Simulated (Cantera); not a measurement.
Cantera run:

```python
import numpy as np
import cantera as ct

gas_names = """
    C CN CO CO2 C2 CCN CNC C2N2 C2O C3 C3O2 C4 C4N2 C5 N NCO NO NO2 NO3 N2 N2O O O2 O3 Si SiC SiC2 SiN
    SiO SiO2 Si2 Si2C Si2N Si3
""".split()
cond_names = """
    C(gr) Si(cr) Si(L) SiC(b) SiO2(Lqz) SiO2(hqz) SiO2(L) Si2N2O(s) Si3N4(a)
""".split()


# ... load() reads the species with a 1 bar reference pressure and builds the phases ...
atoms = {
    'SiC': {'Si': 1, 'C': 1},
    'N2O': {'N': 2, 'O': 1},
    'N2': {'N': 2},
}
top_T = {'C(gr)': 4500, 'SiC(b)': 3050, 'Si2N2O(s)': 2100, 'Si3N4(a)': 2400}  # K; cautious upper limits of use, not melting points


# ... equilibrate(T, P, feed) seeds the gas with the atoms and calls Mixture.equilibrate('TP', solver="vcs", rtol=1e-11, max_steps=5000) ...
results = []
feed = {'SiC': 1, 'N2O': 0.32, 'N2': 32}  # mol
P = 10000  # Pa
for T in [925, 1125, 1325, 1525, 1725, 1925, 2125]:
    mix = equilibrate(T, P, feed)
    results.append((T, P, feed, dict(zip(mix.species_names, mix.species_moles))))

top = {s: max(r[3][s] / sum(r[3][g] for g in gas_names) for r in results) for s in gas_names}
cols = sorted((s for s in top if top[s] > 0.001), key=lambda s: -top[s])[:7]
seen = [c for c in cond_names if any(r[3].get(c, 0) > 1e-12 for r in results)]
print("log10 of partial pressures in bar; condensed amounts in mol")
print(f"{'T/K':>10s}" + "".join(f"{s[:9]:>10s}" for s in cols + seen))
for T, P, feed, n in results:
    ng = sum(n[g] for g in gas_names)
    print(f"{T:10.4g}" + "".join(f"{np.log10(max(n[s] / ng * P / 1e5, 1e-99)):10.3f}" for s in cols)
          + "".join(f"{n.get(c, 0):10.4g}" for c in seen))
```

Result:

```
log10 of partial pressures in bar; condensed amounts in mol
       T/K        N2        CO       SiO        Si     C(gr)    SiC(b) Si2N2O(s)  Si3N4(a)
       925    -1.000   -11.525   -19.807   -25.227         1         0      0.32      0.12
      1125    -1.000    -8.198   -13.919   -18.237         1         0      0.32      0.12
      1325    -1.000    -5.891    -9.834   -13.374    0.9996         0    0.3196    0.1203
      1525    -1.000    -4.158    -6.821    -9.820    0.5732    0.4046    0.2977         0
      1725    -1.003    -3.191    -4.418    -7.204         0    0.7908   0.09839         0
      1925    -1.004    -3.305    -3.314    -5.095         0    0.8383         0         0
      2125    -1.005    -3.252    -3.378    -3.939         0    0.8152         0         0
```

Equilibrium computed with Cantera from the NASA thermochemical tables; the gas is ideal and each condensed phase is pure. Mutual solubility and eutectic melting of coexisting phases are not modelled. The tables' values for SiN are old estimates; treat these amounts as uncertain.
